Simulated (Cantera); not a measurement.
Input (Python, Cantera) and output of one run.

```python
import numpy as np
import cantera as ct

gas_names = """
    F F2 N NF NF2 NF3 N2 Si SiF SiF2 SiF3 SiF4 SiN Si2 Si2N Si3
""".split()
cond_names = """
    Si(cr) Si(L) Si3N4(a)
""".split()


# ... load() reads the species with a 1 bar reference pressure and builds the phases ...
atoms = {
    'Si': {'Si': 1},
    'F2': {'F': 2},
    'N2': {'N': 2},
}
top_T = {'Si3N4(a)': 2400}  # K; cautious upper limits of use, not melting points


# ... equilibrate(T, P, feed) seeds the gas with the atoms and calls Mixture.equilibrate('TP', solver="vcs", rtol=1e-11, max_steps=5000) ...
results = []
feed = {'Si': 1, 'F2': 0.81, 'N2': 20}  # mol
T = 1550  # K
P = 3200  # Pa
mix = equilibrate(T, P, feed)
results.append((T, P, feed, dict(zip(mix.species_names, mix.species_moles))))
x = sorted(zip(gas.X, gas.species_names), reverse=True)
print(f"T = {T:g} K  P = {P:g} Pa  gas = {mix.phase_moles(0):.4g} mol")
print("   x: " + "  ".join(f"{s} {v:.3e}" for v, s in x if v > 1e-05))
print("   condensed (mol): " + ("  ".join(f"{mix.phase(i).name} {mix.phase_moles(i):.4g}"
      for i in range(1, mix.n_phases) if mix.phase_moles(i) > 1e-12) or "none"))
```

Result:

```
T = 1550 K  P = 3200 Pa  gas = 20.06 mol
   x: N2 9.781e-01  SiF4 1.598e-02  SiF3 5.046e-03  SiF2 8.325e-04
   condensed (mol): Si3N4(a) 0.1871
```

Method: chemical equilibrium by Gibbs-energy minimisation in Cantera with the NASA 1993 tables (ideal gas, pure condensed phases). The tables' values for SiF3, SiF2 are old estimates; treat these amounts as uncertain.
